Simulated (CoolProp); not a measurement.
The numbers come from the reference Helmholtz-energy equation of state, Lemmon 2006 in CoolProp. It is a short technical equation, of lower accuracy than the large ones.

### Question
For carbonyl sulfide, give the phase and the Z, Joule-Thomson coefficient (K/MPa) at 405.1 K and 7.16 bar; 415.5 K and 11.6 bar; 460.7 K and 15.8 bar.

### Answer
- 405.1 K and 7.16 bar: gas; Z 0.969, Joule-Thomson coefficient 9.90
- 415.5 K and 11.6 bar: gas; Z 0.953, Joule-Thomson coefficient 9.46
- 460.7 K and 15.8 bar: gas; Z 0.954, Joule-Thomson coefficient 7.52
